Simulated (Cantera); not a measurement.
Mixture: H2 : O2 : N2 = 1 : 0.357 : 1.96 (molar parts), equivalence ratio 1.4, at 5.00 bar, adiabatic and at constant pressure. Ignition delay is the time to a rise of 400 K.

Computed with Cantera and the H2/O2 subset of GRI-Mech 3.0, which has no nitrogen chemistry. The hydrogen kinetics of GRI-Mech 3.0 are dated; newer H2 mechanisms differ, most at raised pressure. Where the delays flatten at high temperature, the 400 K rule measures the pace of heat release, not the induction time.

Task: What does this change do: constant volume in place of constant pressure?

Result: 
```tsv
quantity	before	after
delay at 1275 K	10.1 µs	9.72 µs
delay at 1375 K	5.84 µs	5.54 µs
delay at 1475 K	3.98 µs	3.72 µs
delay at 1575 K	3.01 µs	2.75 µs
delay at 1675 K	2.46 µs	2.18 µs
delay at 1775 K	2.15 µs	1.83 µs
delay at 1875 K	1.98 µs	1.63 µs
```

Task: What does this change do: H2 1 to 2.8 parts?

Result: 
```
quantity          before    after
---------------  -------  -------
delay at 1275 K  10.1 µs  13.6 µs
delay at 1375 K  5.84 µs  7.74 µs
delay at 1475 K  3.98 µs  5.36 µs
delay at 1575 K  3.01 µs  4.20 µs
delay at 1675 K  2.46 µs  3.61 µs
delay at 1775 K  2.15 µs  3.34 µs
delay at 1875 K  1.98 µs  3.26 µs
```
